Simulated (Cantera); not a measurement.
A Cantera script and what it prints.

```python
import numpy as np
import cantera as ct

gas_names = [...]  # 109 gases of nasa_gas.yaml made of C, Cl, H, Si
cond_names = """
    C(gr) C6H6(L) C7H8(L) C8H18(L),n-octa Si(cr) Si(L) SiC(b)
""".split()


# ... load() reads the species with a 1 bar reference pressure and builds the phases ...
atoms = {
    'SiHCl3': {'Si': 1, 'H': 1, 'CL': 3},
    'C2H2': {'C': 2, 'H': 2},
    'H2': {'H': 2},
}
top_T = {'C(gr)': 4500, 'SiC(b)': 3050}  # K; cautious upper limits of use, not melting points


# ... equilibrate(T, P, feed) seeds the gas with the atoms and calls Mixture.equilibrate('TP', solver="vcs", rtol=1e-11, max_steps=5000) ...
results = []
feed = {'SiHCl3': 1, 'C2H2': 0.023, 'H2': 99}  # mol
P = 3100  # Pa
for T in [1073, 1123, 1173, 1223, 1273, 1323, 1373, 1423, 1473, 1523, 1573, 1623, 1673]:
    mix = equilibrate(T, P, feed)
    results.append((T, P, feed, dict(zip(mix.species_names, mix.species_moles))))

top = {s: max(r[3][s] / sum(r[3][g] for g in gas_names) for r in results) for s in gas_names}
cols = sorted((s for s in top if top[s] > 1e-05), key=lambda s: -top[s])[:5]
seen = [c for c in cond_names if any(r[3].get(c, 0) > 1e-12 for r in results)]
print("log10 of partial pressures in bar; condensed amounts in mol")
print(f"{'T/K':>10s}" + "".join(f"{s[:9]:>10s}" for s in cols + seen))
for T, P, feed, n in results:
    ng = sum(n[g] for g in gas_names)
    print(f"{T:10.4g}" + "".join(f"{np.log10(max(n[s] / ng * P / 1e5, 1e-99)):10.3f}" for s in cols)
          + "".join(f"{n.get(c, 0):10.4g}" for c in seen))
```

Result:

```
log10 of partial pressures in bar; condensed amounts in mol
       T/K        H2       HCL     SiCL2     SiCL4    SiHCL3    Si(cr)    SiC(b)
      1073    -1.518    -3.253    -4.699    -4.307    -4.484     0.588    0.0459
      1123    -1.519    -3.173    -4.503    -4.595    -4.707    0.6729   0.04591
      1173    -1.520    -3.129    -4.381    -4.972    -4.995    0.7252   0.04592
      1223    -1.521    -3.110    -4.312    -5.402    -5.323    0.7484   0.04592
      1273    -1.521    -3.102    -4.271    -5.841    -5.657     0.755   0.04593
      1323    -1.521    -3.100    -4.243    -6.265    -5.980    0.7541   0.04593
      1373    -1.521    -3.101    -4.222    -6.667    -6.286    0.7501   0.04594
      1423    -1.521    -3.102    -4.204    -7.043    -6.572    0.7449   0.04594
      1473    -1.521    -3.104    -4.189    -7.395    -6.839    0.7392   0.04594
      1523    -1.521    -3.105    -4.176    -7.724    -7.090    0.7335   0.04595
      1573    -1.521    -3.107    -4.164    -8.033    -7.324    0.7276   0.04595
      1623    -1.521    -3.109    -4.153    -8.323    -7.545    0.7216   0.04595
      1673    -1.521    -3.111    -4.144    -8.595    -7.752    0.7148   0.04594
```

Cantera equilibrium calculation (NASA polynomials, part measured and part estimated; ideal gas, pure solids and liquids). Mutual solubility and eutectic melting of coexisting phases are not modelled. The tables' values for SiCl3, SiCl are old estimates; treat these amounts as uncertain. Gases not in the tables: Si2H6 and higher silanes.
